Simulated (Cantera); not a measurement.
A Cantera script and what it prints.

```python
import numpy as np
import cantera as ct

gas_names = [...]  # 87 gases of nasa_gas.yaml made of C, H, Si
cond_names = """
    C(gr) C6H6(L) C7H8(L) C8H18(L),n-octa Si(cr) Si(L) SiC(b)
""".split()


# ... load() reads the species with a 1 bar reference pressure and builds the phases ...
atoms = {
    'SiC': {'Si': 1, 'C': 1},
    'H2': {'H': 2},
}
top_T = {'C(gr)': 4500, 'SiC(b)': 3050}  # K; cautious upper limits of use, not melting points


# ... equilibrate(T, P, feed) seeds the gas with the atoms and calls Mixture.equilibrate('TP', solver="vcs", rtol=1e-11, max_steps=5000) ...
results = []
feed = {'SiC': 1, 'H2': 3.2}  # mol
T = 1850  # K
P = 16000  # Pa
mix = equilibrate(T, P, feed)
results.append((T, P, feed, dict(zip(mix.species_names, mix.species_moles))))
x = sorted(zip(gas.X, gas.species_names), reverse=True)
print(f"T = {T:g} K  P = {P:g} Pa  gas = {mix.phase_moles(0):.4g} mol")
print("   x: " + "  ".join(f"{s} {v:.3e}" for v, s in x if v > 1e-06))
print("   condensed (mol): " + ("  ".join(f"{mix.phase(i).name} {mix.phase_moles(i):.4g}"
      for i in range(1, mix.n_phases) if mix.phase_moles(i) > 1e-12) or "none"))
```

It prints:

```
T = 1850 K  P = 16000 Pa  gas = 3.202 mol
   x: H2 9.986e-01  H 1.346e-03  CH4 1.363e-05  SiH2 9.711e-06  Si 9.297e-06  C2H2,acetylene 4.444e-06  SiH 3.684e-06
   condensed (mol): SiC(b) 0.9999
```

Method: chemical equilibrium by Gibbs-energy minimisation in Cantera with the NASA 1993 tables (ideal gas, pure condensed phases).
